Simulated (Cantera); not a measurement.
**Premixed flame**

A freely propagating, adiabatic, planar premixed flame of 25.8 % H2, 15.5 % O2, 58.6 % N2, equivalence ratio 0.83, unburnt at 400 K and 0.300 bar; mixture-averaged transport, grid criteria slope 0.08 and curve 0.16, no radiation.

Model: the H2/O2 subset of GRI-Mech 3.0, which has no nitrogen chemistry, integrated in Cantera. Burning velocities carry a grid error of a few per cent, more on coarse grids.

```csv
z (mm),T (K),u (m/s),x H2,x O2,x H,x H2O2,x HO2,x O
-5.67,400,2.86,0.258,0.155,<1e-8,<1e-8,<1e-8,<1e-8
-3.78,400,2.86,0.258,0.155,<1e-8,<1e-8,<1e-8,<1e-8
-2.84,400,2.86,0.258,0.155,<1e-8,<1e-8,<1e-8,<1e-8
-1.89,400,2.86,0.258,0.155,<1e-8,<1e-8,2.60e-8,<1e-8
-0.945,406,2.89,0.255,0.156,7.41e-6,2.92e-6,6.36e-5,9.63e-7
-0.473,621,4.30,0.222,0.153,0.00355,3.16e-5,0.000122,0.000125
0,1070,7.17,0.124,0.118,0.0304,2.18e-6,4.07e-5,0.00446
0.473,1374,9.10,0.0445,0.0632,0.0486,2.05e-6,1.83e-5,0.0121
0.945,1517,9.99,0.0304,0.0492,0.0442,1.35e-6,1.22e-5,0.0134
1.89,1666,10.9,0.0283,0.0446,0.0334,7.10e-7,9.00e-6,0.0122
3.78,1817,11.7,0.0255,0.0409,0.0225,3.58e-7,6.48e-6,0.00987
7.56,1960,12.5,0.0209,0.0375,0.0135,2.00e-7,4.46e-6,0.00717
15.1,2082,13.2,0.0152,0.0346,0.00700,1.29e-7,3.00e-6,0.00464
```
x: mole fraction of selected species; z is measured from the peak of heat release.

```
Property                     Value
------------------------  --------
laminar burning velocity  286 cm/s
thermal thickness          1.89 mm
peak x(H)                   0.0487
peak x(H2O2)               3.43e-5
peak x(HO2)               0.000197
peak x(O)                   0.0135
```
